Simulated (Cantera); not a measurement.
# Moist CO burnout

A perfectly stirred reactor is fed with CO : O2 : H2O : N2 = 0.017 : 0.0086 : 0.014 : 1 (molar parts), equivalence ratio 0.99, at 6.02 atm; it is held at 1125 K, and followed from long to short residence time.

Model: GRI-Mech 3.0 (53 species, 325 reactions), integrated in Cantera.

| τ (s) | x CO | x O2 | x H2O | x H2 | x NO |
|---|---|---|---|---|---|
| 8.3 | 0.000587 | 0.000414 | 0.0135 | 4.79e-5 | 5.52e-8 |
| 2.5 | 0.00127 | 0.000762 | 0.0135 | 6.14e-5 | 4.91e-8 |
| 0.75 | 0.00276 | 0.00151 | 0.0135 | 7.54e-5 | 3.42e-8 |
| 0.22 | 0.00574 | 0.00301 | 0.0134 | 8.78e-5 | 1.59e-8 |
| 0.067 | 0.00988 | 0.00508 | 0.0134 | 9.00e-5 | 4.71e-9 |
| 0.020 | 0.0136 | 0.00692 | 0.0134 | 7.06e-5 | 8.94e-10 |
| 0.0060 | 0.0155 | 0.00785 | 0.0134 | 3.50e-5 | 1.42e-10 |
| 0.0018 | 0.0161 | 0.00817 | 0.0135 | 9.65e-6 | 2.00e-11 |
| 0.00054 | 0.0163 | 0.00826 | 0.0135 | 5.32e-7 | <1e-12 |
| 0.00016 | 0.0164 | 0.00827 | 0.0135 | 2.22e-10 | <1e-12 |
x: mole fraction; the columns are a selection and need not sum to one.
